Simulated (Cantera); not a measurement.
Input: 1 mol Al(CH₃)₃, 3.3 mol O₂, a varied amount of N₂, held at 1050 °C and 0.100 bar.

Cantera equilibrium calculation (NASA polynomials, part measured and part estimated; ideal gas, pure solids and liquids). Candidate condensed phases: Al, AlN, Al₂O₃, C, C₆H₆, C₇H₈, C₈H₁₈, H₂O; 148 gas species. The feed counts by its element totals alone. Kinetics and transport are ignored.

At 210 mol N₂, list the 5 most abundant gas species with their mole fractions, and the condensed phases.

N₂ 0.966, H₂ 0.0139, CO 0.0109, H₂O 0.00678, CO₂ 0.00287. Condensed: Al₂O₃(s).
